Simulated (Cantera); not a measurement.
**Low-pressure radical oxidation in H2/O2**

An isothermal, constant-pressure homogeneous reactor starts with 21.3 % H2, 78.7 % O2, at 1050 K and 10.00 Torr.

Computed with Cantera and the H2/O2 subset of GRI-Mech 3.0, which has no nitrogen chemistry. Radical loss at walls, strong at low pressure, is not modelled. The temperature is held fixed by assumption; the heat of reaction is taken as removed at once.

```csv
t (s),x H2,x O2,x HO2,x H2O,x H2O2
2.00e-6,0.213,0.787,1.19e-11,<1e-12,<1e-12
1.83e-5,0.213,0.787,1.10e-10,2.12e-12,<1e-12
0.000168,0.213,0.787,1.01e-9,7.82e-10,<1e-12
0.00154,0.212,0.787,4.97e-7,7.21e-5,2.94e-10
0.0141,0.00285,0.748,1.41e-5,0.226,4.96e-7
0.130,2.02e-5,0.762,1.30e-6,0.238,1.85e-7
1.19,4.95e-7,0.762,5.64e-8,0.238,2.50e-8
10.9,3.32e-8,0.762,4.92e-9,0.238,3.34e-9
100,3.17e-9,0.762,1.83e-9,0.238,4.16e-10
```
x: mole fraction; the columns are a selection and need not sum to one.

Equilibrium at this temperature and pressure: H2 8.59e-10, O2 0.762, HO2 2.75e-9, H2O 0.238, H2O2 1.24e-10 (gas phase only).
